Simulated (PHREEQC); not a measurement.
Consider water at 25 °C with 0.004 mol CdSO4, 0.00023 mol NaOH and 0.021 mol FeSO4 per kg of water. Closed to the air; pH follows from the charge balance.

Equilibrium calculation in PHREEQC: ion-association model, wateq4f.dat.

Each row changes one thing in this solution. No solid was allowed to form.

```json
[
 {"case": "as made", "pH": "7.96", "ionic strength (mol/kgw)": "0.0631", "SO4-2 (mol/kgw)": "0.0155", "NaSO4- (mol/kgw)": "7.42e-6", "HSO4- (mol/kgw)": "8.79e-9", "SI of Mirabilite (Na2SO4:10H2O)": "-8.55"},
 {"case": "NaOH replaced by NaF at the same molality", "pH": "5.98", "ionic strength (mol/kgw)": "0.0633", "SO4-2 (mol/kgw)": "0.0155", "NaSO4- (mol/kgw)": "7.39e-6", "HSO4- (mol/kgw)": "8.43e-7", "SI of Mirabilite (Na2SO4:10H2O)": "-8.55"},
 {"case": "temperature from 25 to 50 °C", "pH": "7.27", "ionic strength (mol/kgw)": "0.0570", "SO4-2 (mol/kgw)": "0.0141", "NaSO4- (mol/kgw)": "7.72e-6", "HSO4- (mol/kgw)": "7.14e-8", "SI of Mirabilite (Na2SO4:10H2O)": "-9.68"},
 {"case": "FeSO4 left out", "pH": "9.06", "ionic strength (mol/kgw)": "0.0118", "SO4-2 (mol/kgw)": "0.00295", "NaSO4- (mol/kgw)": "2.18e-6", "HSO4- (mol/kgw)": "1.79e-10", "SI of Mirabilite (Na2SO4:10H2O)": "-8.98"},
 {"case": "FeSO4 from 0.021 to 0.21 mol/kgw", "pH": "7.26", "ionic strength (mol/kgw)": "0.430", "SO4-2 (mol/kgw)": "0.106", "NaSO4- (mol/kgw)": "___", "HSO4- (mol/kgw)": "1.83e-7", "SI of Mirabilite (Na2SO4:10H2O)": "-8.21"},
 {"case": "temperature from 25 to 20 °C", "pH": "8.12", "ionic strength (mol/kgw)": "0.0644", "SO4-2 (mol/kgw)": "0.0158", "NaSO4- (mol/kgw)": "7.34e-6", "HSO4- (mol/kgw)": "5.65e-9", "SI of Mirabilite (Na2SO4:10H2O)": "-8.30"},
 {"case": "temperature from 25 to 90 °C", "pH": "6.37", "ionic strength (mol/kgw)": "0.0497", "SO4-2 (mol/kgw)": "___", "NaSO4- (mol/kgw)": "7.93e-6", "HSO4- (mol/kgw)": "1.47e-6", "SI of Mirabilite (Na2SO4:10H2O)": "-11.17"},
 {"case": "CdSO4 replaced by Li2SO4 at the same molality", "pH": "7.99", "ionic strength (mol/kgw)": "0.0648", "SO4-2 (mol/kgw)": "0.0171", "NaSO4- (mol/kgw)": "8.09e-6", "HSO4- (mol/kgw)": "8.97e-9", "SI of Mirabilite (Na2SO4:10H2O)": "-8.52"}
]
```

**Question.** Fill in the missing entries.

**Answer.** 
- FeSO4 from 0.021 to 0.21 mol/kgw, NaSO4- (mol/kgw): 2.42e-5
- temperature from 25 to 90 °C, SO4-2 (mol/kgw): 0.0123

Species that the database lacks are ignored. Some of these states are supersaturated (in Cd(OH)2, for instance). At this temperature some constants are extrapolated from 25 °C, and those without enthalpy data are left unchanged. Fluoro complexes past AlF4- and FeF3 are missing from the database.
